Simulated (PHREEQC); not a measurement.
0.011 g of hydrous ferric oxide (600 m²/g; 0.2 weak and 0.005 strong sites per Fe, Dzombak-Morel constants, diffuse double layer) in 1 kg of water with 0.001 mol/kgw of an inert sodium salt and 4.1e-07 mol/kgw NaH2PO4, at 25 °C; the pH is set by adding NaOH or the inert anion's acid. Oxygen is held at 0.21 atm. CO2 from the air is kept out. Nothing may precipitate in this run.

Base run: PHREEQC, ion-association model, wateq4f.dat. Each further column changes one thing. The table gives surface charge σ (C/m²).

```tsv
pH	base	background salt from 0.001 to 0.0001 mol/kgw	oxide from 0.011 to 0.055 g/kgw	2.2e-05 mol/kgw H3BO3 added
3	0.245	0.216	0.251	0.245
4	0.113	0.063	0.117	0.113
5.5	0.030	0.011	0.031	0.030
6.5	0.010	0.003	0.011	0.010
7.5	0.002	0.001	0.003	0.002
8.5	-0.002	-0.001	-0.002	-0.002
10	-0.015	-0.007	-0.015	-0.016
11	-0.054	-0.043	-0.054	-0.054
```

H3PO4, which wateq4f.dat lacks, is added to it with the constant of phreeqc.dat. The oxide is taken as insoluble; below pH 4 it would dissolve.
